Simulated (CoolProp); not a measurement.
Vapour-liquid equilibrium of isobutane (1) + n-butane (2) at 0.428 MPa; x and y are mole fractions of (1).

Model: multi-fluid Helmholtz-energy mixture model, Bücker 2006 and Bücker 2006; pair parameters Kunz 2012, in CoolProp.

```json
[
 {"x": "0.05", "bubble temperature, mixture model (K)": "316.9", "bubble temperature, Raoult's law (K)": "316.9", "y, mixture model": "0.066", "y, Raoult's law": "0.068"},
 {"x": "0.125", "bubble temperature, mixture model (K)": "315.9", "bubble temperature, Raoult's law (K)": "315.8", "y, mixture model": "0.161", "y, Raoult's law": "0.166"},
 {"x": "0.2", "bubble temperature, mixture model (K)": "314.9", "bubble temperature, Raoult's law (K)": "314.8", "y, mixture model": "0.251", "y, Raoult's law": "0.259"},
 {"x": "0.275", "bubble temperature, mixture model (K)": "313.9", "bubble temperature, Raoult's law (K)": "313.8", "y, mixture model": "0.337", "y, Raoult's law": "0.347"},
 {"x": "0.35", "bubble temperature, mixture model (K)": "312.9", "bubble temperature, Raoult's law (K)": "312.8", "y, mixture model": "0.420", "y, Raoult's law": "0.431"},
 {"x": "0.425", "bubble temperature, mixture model (K)": "311.9", "bubble temperature, Raoult's law (K)": "311.9", "y, mixture model": "0.498", "y, Raoult's law": "0.510"},
 {"x": "0.5", "bubble temperature, mixture model (K)": "311.0", "bubble temperature, Raoult's law (K)": "310.9", "y, mixture model": "0.574", "y, Raoult's law": "0.585"},
 {"x": "0.575", "bubble temperature, mixture model (K)": "310.1", "bubble temperature, Raoult's law (K)": "310.0", "y, mixture model": "0.646", "y, Raoult's law": "0.656"},
 {"x": "0.65", "bubble temperature, mixture model (K)": "309.2", "bubble temperature, Raoult's law (K)": "309.1", "y, mixture model": "0.715", "y, Raoult's law": "0.724"},
 {"x": "0.725", "bubble temperature, mixture model (K)": "308.3", "bubble temperature, Raoult's law (K)": "308.2", "y, mixture model": "0.781", "y, Raoult's law": "0.789"},
 {"x": "0.8", "bubble temperature, mixture model (K)": "307.4", "bubble temperature, Raoult's law (K)": "307.4", "y, mixture model": "0.844", "y, Raoult's law": "0.850"},
 {"x": "0.875", "bubble temperature, mixture model (K)": "306.6", "bubble temperature, Raoult's law (K)": "306.5", "y, mixture model": "0.905", "y, Raoult's law": "0.909"},
 {"x": "0.95", "bubble temperature, mixture model (K)": "305.7", "bubble temperature, Raoult's law (K)": "305.7", "y, mixture model": "0.963", "y, Raoult's law": "0.964"}
]
```

The largest gap from Raoult's law is +0.1 K in bubble temperature, at x = 0.575. No azeotrope shows between x = 0.05 and 0.95.

The pair parameters rest on a limited set of measurements; away from them the model extrapolates.
